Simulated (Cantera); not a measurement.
An isothermal, constant-pressure homogeneous reactor starts with CH3OH : O2 : N2 = 0.0035 : 0.0042 : 1 (molar parts), equivalence ratio 1.3, at 1075 K and 900 Torr. Integrator tolerance rtol = 1e-08.

Cantera simulation using GRI-Mech 3.0 (53 species, 325 reactions); the numbers are that mechanism's predictions, not measurements. GRI-Mech 3.0 was tuned for natural gas; its chemistry of methanol as a main component is partial and can be far from experiment.

### Question
What does this change do: O2 0.0042 to 0.011 parts?

### Answer
| quantity | before | after |
|---|---|---|
| x(CH3OH) at 100 s | <1e-12 (gas-phase equilibrium <1e-12) | <1e-12 (gas-phase equilibrium <1e-12) |
| x(O2) at 100 s | <1e-12 (gas-phase equilibrium <1e-12) | 0.00566 (gas-phase equilibrium 0.00565) |
| x(H2O) at 100 s | 0.00568 (gas-phase equilibrium 0.00552) | 0.00689 (gas-phase equilibrium 0.00689) |
| x(HCN) at 100 s | 4.39e-11 (gas-phase equilibrium 2.43e-11) | <1e-12 (gas-phase equilibrium <1e-12) |
| x(CO2) at 100 s | 0.00263 (gas-phase equilibrium 0.00280) | 0.00344 (gas-phase equilibrium 0.00344) |
| x(H2O2) at 100 s | <1e-12 (gas-phase equilibrium <1e-12) | 7.25e-12 (gas-phase equilibrium 3.91e-12) |
